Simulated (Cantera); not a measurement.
Input: 1 mol Si, 0.013 mol N₂O, 3 mol N₂, at 1473.15 K.

Cantera equilibrium calculation (NASA polynomials, part measured and part estimated; ideal gas, pure solids and liquids). Candidate condensed phases: Si, SiO₂, Si₂N₂O, Si₃N₄; 16 gas species. Equilibrium is a limit: real reactors are often held back by kinetics, nucleation or transport.

Question: At 1.00e-6 bar, list the 4 most abundant gas species with their mole fractions, and the condensed phases.

Answer: N₂ 0.990, Si 0.00549, SiO 0.00427, Si₂N 1.15e-5. Condensed: Si(s).
